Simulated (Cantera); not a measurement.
Input: 1 mol MgO, 4.8 mol H2S, 0.85 mol H2O, equilibrated at 0.0133 bar.

Method: chemical equilibrium by Gibbs-energy minimisation in Cantera with the NASA 1993 tables (ideal gas, pure condensed phases). Candidate condensed phases: H2O, H2SO4, Mg, MgO, Mg(OH)2, MgS, MgSO4, S; 26 gas species. Gases not in the tables: S3 to S7. Equilibrium is a limit: real reactors are often held back by kinetics, nucleation or transport.

### Question
At 1000 °C, list the 6 most abundant gas species with their mole fractions, and the condensed phases.

### Answer
H2 0.402, H2S 0.276, S2 0.200, H2O 0.120, SH 0.00159, SO2 0.000102. Condensed: MgO(s).
